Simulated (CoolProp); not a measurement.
Vapour pressure (MPa) of isobutene: the reference equation beside estimates from Tc = 418.1 K, pc = 4.016 MPa, ω = 0.193.

Model: reference Helmholtz-energy equation of state, Lemmon 2005, in CoolProp. It is a short technical equation, of lower accuracy than the large ones.

| T (K) | reference | van der Waals | Soave-Redlich-Kwong |
|---|---|---|---|
| 248.7 | 0.04842 | 0.3318 | 0.04792 |
| 256.5 | ___ | 0.3962 | 0.06775 |
| 264.2 | 0.09383 | 0.4675 | 0.09322 |
| 272 | 0.1267 | 0.5481 | 0.1261 |
| 279.7 | 0.1673 | 0.6363 | 0.1669 |
| 287.5 | 0.2179 | 0.7347 | 0.2178 |
| 295.2 | 0.2786 | 0.8411 | 0.2791 |
| 303 | 0.3523 | ___ | 0.3537 |
| 310.7 | ___ | 1.085 | ___ |
| 318.5 | 0.5413 | 1.223 | 0.5456 |
| 326.2 | 0.6592 | 1.370 | 0.6656 |
| 334 | 0.7969 | 1.529 | 0.8062 |
| 341.7 | 0.9527 | 1.698 | 0.9653 |
| 349.5 | 1.132 | 1.881 | 1.149 |

### Question
Complete the blanks.

### Answer

- 256.5, reference: 0.06833
- 303, van der Waals: 0.9587
- 310.7, reference: 0.4386
- 310.7, Soave-Redlich-Kwong: 0.4413

Absolute difference from the reference over all 14 rows, mean and median: van der Waals 236.1 and 187.0 %, Soave-Redlich-Kwong 0.7 and 0.7 %.
